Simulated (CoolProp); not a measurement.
A closed Brayton cycle with dry air: compressor inlet 307.15 K and 0.49 MPa, high pressure 1.63 MPa, turbine inlet 670 K, compressor efficiency 0.89, turbine efficiency 0.93, recuperator effectiveness 0.8 (on enthalpy, no pinch check). Each further row changes one setting.

Values from CoolProp's reference Helmholtz-energy equation of state, Lemmon 2000. It is a pseudo-pure fit of the blend.

```json
[
 {"case": "as stated", "thermal efficiency (%)": "21.4", "net work (kJ/kg)": "41.6", "compressor to turbine work": "0.77", "compressor exit (K)": "448.0", "turbine exit (K)": "494.8"},
 {"case": "turbine inlet 620 K", "thermal efficiency (%)": "16.0", "net work (kJ/kg)": "27.6", "compressor to turbine work": "0.84", "compressor exit (K)": "448.0", "turbine exit (K)": "456.5"},
 {"case": "compressor inlet 317.15 K", "thermal efficiency (%)": "19.3", "net work (kJ/kg)": "37.0", "compressor to turbine work": "0.80", "compressor exit (K)": "462.3", "turbine exit (K)": "494.8"},
 {"case": "high pressure 1.39 MPa", "thermal efficiency (%)": "23.3", "net work (kJ/kg)": "42.4", "compressor to turbine work": "0.74", "compressor exit (K)": "426.6", "turbine exit (K)": "515.1"},
 {"case": "recuperator effectiveness 0.5", "thermal efficiency (%)": "19.9", "net work (kJ/kg)": "41.6", "compressor to turbine work": "0.77", "compressor exit (K)": "448.0", "turbine exit (K)": "494.8"}
]
```
